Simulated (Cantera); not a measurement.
Input: 1 mol CaCl2, 0.73 mol HCl, 12 mol H2, at 1725 K and 10.0 mbar.

Equilibrium computed with Cantera from the NASA thermochemical tables; the gas is ideal and each condensed phase is pure. Candidate condensed phases: Ca, CaCl2; 9 gas species. Kinetics and transport are ignored.

Base state: H2 0.872, CaCl2 0.0726, HCl 0.0532, H 0.00173, CaCl 0.000145, Cl 8.19e-5 (mole fractions); condensed: gas only.

Question: What changes in the equilibrium state with this change: pressure from 10.0 mbar to 0.610 Pa?

Answer: 
| species | before | after |
|---|---|---|
| H2 | 0.872 | 0.801 |
| H | 0.00173 | 0.0673 |
| CaCl2 | 0.0726 | 0.0624 |
| HCl | 0.0532 | 0.0576 |
| Ca | 2.68e-6 | 0.00295 |
| Cl | 8.19e-5 | 0.00375 |

Question: What changes in the equilibrium state with this change: HCl from 0.73 to 0.025 mol?

Answer: 
```json
[
 {"species": "H2", "before": "0.872", "after": "0.917"},
 {"species": "CaCl2", "before": "0.0726", "after": "0.0744"},
 {"species": "HCl", "before": "0.0532", "after": "0.00451"},
 {"species": "Ca", "before": "2.68e-6", "after": "0.000401"},
 {"species": "CaCl", "before": "0.000145", "after": "0.00180"},
 {"species": "Cl", "before": "8.19e-5", "after": "6.77e-6"}
]
```
